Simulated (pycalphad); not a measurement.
**Effect of B content in Ti-Hf-B**

All values are pycalphad results on the COST 507 light-alloy database (1999) (1 atm), not direct measurements. The data set is of 1999 and partly superseded. Phase fractions are per mole of atoms.

```json
[
 {"alloy": "Ti-1.12Hf-0.2622B (wt.%)", "liquidus (K)": "(withheld)", "first solid": "bcc", "solidus (K)": "1814", "phases at 1050 K": "(withheld)"},
 {"alloy": "Ti-1.13Hf-0.5291B (wt.%)", "liquidus (K)": "1892", "first solid": "bcc", "solidus (K)": "1814", "phases at 1050 K": "hcp 0.96, BM 0.04"},
 {"alloy": "Ti-1.151Hf-1.078B (wt.%)", "liquidus (K)": "1849", "first solid": "bcc", "solidus (K)": "1814", "phases at 1050 K": "hcp 0.91, BM 0.09"},
 {"alloy": "Ti-1.195Hf-2.238B (wt.%)", "liquidus (K)": "1865", "first solid": "BM", "solidus (K)": "1814", "phases at 1050 K": "hcp 0.82, BM 0.18"}
]
```

### Question
Some entries are withheld; supply them.

### Answer

- Ti-1.12Hf-0.2622B (wt.%), liquidus (K): 1916
- Ti-1.12Hf-0.2622B (wt.%), phases at 1050 K: hcp 0.98, BM 0.02

Database names, with the compositions (at.%) that they take in these runs: BM: Ti 50 B 50.
